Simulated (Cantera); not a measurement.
Feed: 1 mol B2H6, 2.4 mol H2O, 110 mol N2, at 1000 Pa.

Method: chemical equilibrium by Gibbs-energy minimisation in Cantera with the NASA 1993 tables (ideal gas, pure condensed phases). Candidate condensed phases: B, BN, B2O3, B3O3H3, H2O; 39 gas species. The feed counts by its element totals alone. N2 is the only nitrogen source here; it is nearly inert below about 1500 K, so the nitride shown seldom forms there in practice. Mutual solubility and eutectic melting of coexisting phases are not modelled. Rates play no part.

Over these rows the condensed part is BN(s) + B2O3(l). Partial pressures as log10 of bar:

```json
[
 {"T (K)": "798", "1000/T (1/K)": "1.2531", "log p HBO2": "-9.91", "log p N2": "-2.02", "log p H2": "-3.33"},
 {"T (K)": "898", "1000/T (1/K)": "1.1136", "log p HBO2": "-8.62", "log p N2": "-2.02", "log p H2": "-3.33"},
 {"T (K)": "998", "1000/T (1/K)": "1.0020", "log p HBO2": "-7.61", "log p N2": "-2.02", "log p H2": "-3.33"},
 {"T (K)": "1098", "1000/T (1/K)": "0.9107", "log p HBO2": "-6.79", "log p N2": "-2.02", "log p H2": "-3.33"},
 {"T (K)": "1198", "1000/T (1/K)": "0.8347", "log p HBO2": "?", "log p N2": "-2.02", "log p H2": "-3.33"},
 {"T (K)": "1298", "1000/T (1/K)": "0.7704", "log p HBO2": "-5.56", "log p N2": "-2.02", "log p H2": "-3.33"}
]
```

Problem. Fit log p(HBO2) = a + b·(1000/T) to the five rows, give the apparent enthalpy, and predict the row at 1198 K.

Solution. Means: 1000/T = 1.0100, log p = -7.698. Sxy = -1.236390, Sxx = 0.1371632, so b = -9.01 and a = -7.698 − (-9.01)×1.0100 = 1.40.
Apparent enthalpy: −19.145 × (-9.01) = 172 kJ/mol. With the condensed phases at unit activity, 2/3 B2O3(l) + 1/6 N2(g) + 1/2 H2(g) = HBO2(g) + 1/3 BN(s) links this pressure to the main gases: over the six rows their terms move log p by +0.00 in all, so the slope is close to that reaction's ΔH°. The five rows lie within 0.02 of the line.
Prediction at 1198 K: 1.40 + (-9.01)×0.8347 = -6.12. The computed value is -6.12, 0.00 from the line.
